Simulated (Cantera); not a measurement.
Source: NASA polynomial tables (part measured, part estimated), evaluated in Cantera. Values are per mole of reaction as written; species without (g) are pure solids or liquids, kept so even where they would boil at 1 bar.

Q: Between 1323 and 1848 K, where is each reaction favourable under standard conditions?
- O(g) + 2 Li → Li2O

A: 
- O(g) + 2 Li → Li2O: ΔG° is -588 kJ at 1323 K and -485 kJ at 1848 K; it stays negative (K > 1). ΔH° is -785 kJ and ΔS° -163 J/K at 1848 K.
